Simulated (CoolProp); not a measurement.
Saturation properties of ethanol (Tc = 241.6 °C, pc = 62.68 bar, ω = 0.644).

Model: reference Helmholtz-energy equation of state, Schroeder 2014, in CoolProp.

```
T (°C)  p (bar)  liquid cp (kJ/(kg K))  vapour Z  liquid conductivity (mW/(m K))
------  -------  ---------------------  --------  ------------------------------
62.85    0.5302                    ___    0.9789                             157
73.45       ___                  2.879    0.9715                             155
84.05     1.260                  2.992    0.9625                             153
94.65     1.860                    ___    0.9515                             152
105.25      ___                  3.237    0.9386                             150
115.95    3.774                  3.372    0.9235                             148
126.55    5.191                  3.512    0.9061                             147
137.15    7.003                  3.657    0.8864                             145
147.75    9.276                    ___    0.8642                             143
158.35    12.09                  3.946    0.8392                             ___
168.95    15.51                  4.089       ___                             140
179.55      ___                  4.241    0.7800                             138
```

Some entries are withheld; supply them.


- 62.85, liquid cp (kJ/(kg K)): 2.772
- 73.45, p (bar): 0.8301
- 94.65, liquid cp (kJ/(kg K)): 3.111
- 105.25, p (bar): 2.676
- 147.75, liquid cp (kJ/(kg K)): 3.802
- 158.35, liquid conductivity (mW/(m K)): 141
- 168.95, vapour Z: 0.8113
- 179.55, p (bar): 19.62

It boils at 78.4 °C under 1 atm.

Thermal conductivity comes from a separate model (Assael 2013).
